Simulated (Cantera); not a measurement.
Charge: 1 mol Al, 36 mol N2, 6.8 mol H2, equilibrated at 82.0 Pa.

These are equilibrium values from Cantera (NASA tables, ideal gas, pure condensed phases), not measurements of a reactor. Candidate condensed phases: Al, AlN; 13 gas species. The numbers say what is thermodynamically allowed, not how fast it happens. All values below are at 1350 K.

Base state: N2 0.839, H2 0.161, H 3.34e-5 (mole fractions); condensed: AlN(s).

### Question
What changes in the equilibrium state with this change: Al replaced by Al(CH3)3?

### Answer
| species | before | after |
|---|---|---|
| N2 | 0.839 | 0.758 |
| H2 | 0.161 | 0.241 |
| HCN | 0 | 0.000139 |
| H | 3.34e-5 | 4.09e-5 |
| AlN(s), mol | 1.00 | 1.00 |
| C(graphite), mol | 0 | 2.99 |
The feed counts by its element totals alone. Further candidate phases: C, C6H6, C7H8, C8H18.
